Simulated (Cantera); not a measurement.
# Ammonia decomposition in nitride growth gas

An isothermal, constant-pressure homogeneous reactor starts with 60.9 % NH3, 37.2 % H2, 1.89 % N2, at 1650 K and 100000 Pa.

Computed with Cantera and the gas-phase N/H chemistry of the illustrative SiF4/NH3 mechanism in the Surface Chemkin manual (1991). Walls and surfaces, which speed up NH3 decomposition in real reactors, are not modelled.

```csv
t (s),x NH3,x H2,x N,x H,x N2H2,x N2H4
0.000100,0.609,0.372,1.06e-11,2.47e-6,2.74e-9,1.44e-9
0.000388,0.609,0.372,5.76e-10,9.30e-6,4.77e-8,2.09e-8
0.00151,0.609,0.372,8.47e-9,2.32e-5,3.49e-7,1.30e-7
0.00585,0.608,0.372,1.05e-8,2.50e-5,4.11e-7,1.51e-7
0.0227,0.605,0.374,1.05e-8,2.52e-5,4.07e-7,1.50e-7
0.0881,0.594,0.382,1.05e-8,2.58e-5,3.93e-7,1.46e-7
0.342,0.553,0.411,1.04e-8,2.82e-5,3.46e-7,1.31e-7
1.33,0.434,0.494,9.96e-9,3.59e-5,2.24e-7,9.01e-8
5.15,0.225,0.641,7.79e-9,5.27e-5,7.09e-8,3.12e-8
20.0,0.0697,0.750,3.70e-9,7.07e-5,8.51e-9,3.90e-9
```
x: mole fraction; the columns are a selection and need not sum to one.

Equilibrium at this temperature and pressure: NH3 1.30e-5, H2 0.799, N <1e-12, H 8.17e-5, N2H2 <1e-12, N2H4 <1e-12 (gas phase only).
